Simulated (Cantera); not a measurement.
Feed: 1 mol B, 42 mol H₂, 0.69 mol N₂, at 1000 °C and 45.0 mbar.

Equilibrium computed with Cantera from the NASA thermochemical tables; the gas is ideal and each condensed phase is pure. Candidate condensed phases: B, BN; 15 gas species. N₂ is the only nitrogen source here; it is nearly inert below about 1500 K, so the nitride shown seldom forms there in practice. Equilibrium is a limit: real reactors are often held back by kinetics, nucleation or transport.

Question: What is the equilibrium state?

Answer: 
```
Quantity                            Result
-------------------------------  ---------
x(H₂)                                0.995
x(N₂)                              0.00450
x(H)                               3.35e-6
n(BN(s))                          1.00 mol
gas amount                       42.19 mol
log10 activity of B(s) (absent)      -3.84
```
